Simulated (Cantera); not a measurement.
# C6H6 + H2O + N2 + CO2 (carbon deposition, reforming and gasification)

Feed: 1 mol C6H6, 1.7 mol H2O, 8.2 mol N2, 1.2 mol CO2, at 2200 K and 1.00 bar.

Method: chemical equilibrium by Gibbs-energy minimisation in Cantera with the NASA 1993 tables (ideal gas, pure condensed phases). Candidate condensed phases: C, C6H6, C7H8, C8H18, H2O; 136 gas species. Rates play no part.

| Property | Value |
|---|---|
| x(N2) | 0.476 |
| x(H2) | 0.268 |
| x(CO) | 0.241 |
| x(HCN) | 0.0108 |
| x(H) | 0.00292 |
| x(HNC) | 0.000850 |
| x(C2H2 (acetylene)) | 0.000687 |
| x(CH4) | 1.89e-5 |
| x(C2N2) | 4.77e-6 |
| n(C(graphite)) | 2.88 mol |
| gas amount | 17.02 mol |
